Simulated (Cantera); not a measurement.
Input (Python, Cantera):

```python
import numpy as np
import cantera as ct

gas = ct.Solution("gri30.yaml", transport_model="mixture-averaged")
show = ['NO', 'C2H2', 'H']

rows = []
print(f"{'T/K':>7s}{'rho':>11s}{'cp':>10s}{'mu':>11s}{'lambda':>11s}{'Pr':>7s}" + "".join(f"{'D_' + s:>11s}" for s in show))
for T in [400, 650, 900, 1150, 1400, 1650, 1900]:
    gas.TPX = T, 920000, {'N2O': 0.37}
    Pr = gas.cp_mass * gas.viscosity / gas.thermal_conductivity
    D = [gas.mix_diff_coeffs_mole[gas.species_index(s)] for s in show]
    rows.append([gas.density, gas.cp_mass, gas.viscosity, gas.thermal_conductivity, Pr, *D])
    print(f"{T:7g}{gas.density:11.4e}{gas.cp_mass:10.1f}{gas.viscosity:11.4e}"
          f"{gas.thermal_conductivity:11.4e}{Pr:7.3f}" + "".join(f"{d:11.4e}" for d in D))
print("SI units: kg/m3, J/kg/K, Pa s, W/m/K, m2/s")
```

Result:

```
    T/K        rho        cp         mu     lambda     Pr       D_NO     D_C2H2        D_H
    400 1.2175e+01     970.3 1.9459e-05 2.5465e-02  0.741 2.8443e-06 2.3158e-06 1.8287e-05
    650 7.4924e+00    1126.8 2.9093e-05 4.4367e-02  0.739 6.6573e-06 5.5907e-06 4.3443e-05
    900 5.4112e+00    1226.6 3.7113e-05 6.1547e-02  0.740 1.1597e-05 9.8768e-06 7.6173e-05
   1150 4.2348e+00    1285.1 4.4145e-05 7.7125e-02  0.736 1.7527e-05 1.5038e-05 1.1551e-04
   1400 3.4786e+00    1326.8 5.0510e-05 9.1407e-02  0.733 2.4359e-05 2.0988e-05 1.6084e-04
   1650 2.9516e+00    1359.1 5.6394e-05 1.0465e-01  0.732 3.2034e-05 2.7672e-05 2.1175e-04
   1900 2.5632e+00    1383.6 6.1915e-05 1.1706e-01  0.732 4.0504e-05 3.5045e-05 2.6792e-04
SI units: kg/m3, J/kg/K, Pa s, W/m/K, m2/s
```

Detailed kinetics in Cantera: GRI-Mech 3.0 (53 species, 325 reactions). The composition is frozen, though it would react at the higher temperatures.
